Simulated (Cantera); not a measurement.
A freely propagating, adiabatic, planar premixed flame of H₂ : O₂ : N₂ = 1 : 0.515 : 1.94 (molar parts), equivalence ratio 0.97, unburnt at 675 K and 1.01 bar; mixture-averaged transport, grid criteria slope 0.08 and curve 0.16, no radiation.

Computed with Cantera and the H2/O2 subset of GRI-Mech 3.0, which has no nitrogen chemistry. Burning velocities carry a grid error of a few per cent, more on coarse grids.

Task: Predict: laminar burning velocity; thermal thickness; peak x(O); peak x(H); peak x(H₂O₂); peak x(OH).

Result: 
| Item | Value |
|---|---|
| laminar burning velocity | 913 cm/s |
| thermal thickness | 0.488 mm |
| peak x(O) | 0.0152 |
| peak x(H) | 0.0620 |
| peak x(H₂O₂) | 8.17e-6 |
| peak x(OH) | 0.0203 |
